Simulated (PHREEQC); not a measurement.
Sulfide liquor (model solution)

Solution (25 °C): 0.011 mol NaHS, 0.028 mol NaHCO3 and 8.9e-05 mol ZnCl2 per kg of water. Closed to the air; pH follows from the charge balance.

Computed with PHREEQC (ion-association model, wateq4f.dat).

```yaml
pH: 8.32
ionic_strength: 0.0389 mol/kgw
total_alkalinity: 39.0 meq/kg
```

```csv
species,molality,activity,log γ
Na+,0.0384,0.0322,-0.077
HCO3-,0.0268,0.0225,-0.075
HS-,0.0104,0.00865,-0.082
CO3-2,0.000439,0.000221,-0.298
NaHCO3,0.000405,0.000408,0.004
H2S,0.000359,0.000362,0.004
CO2,0.000241,0.000243,0.004
Cl-,0.000178,0.000148,-0.081
NaCO3-,0.000157,0.000132,-0.075
```

This is a speciation only: nothing precipitates in the calculation. Saturation is exceeded, for instance for ZnS(a), Sphalerite (slow to form); the values hold only as long as no solid forms. The polysulfide entries of wateq4f.dat were taken out for this run.
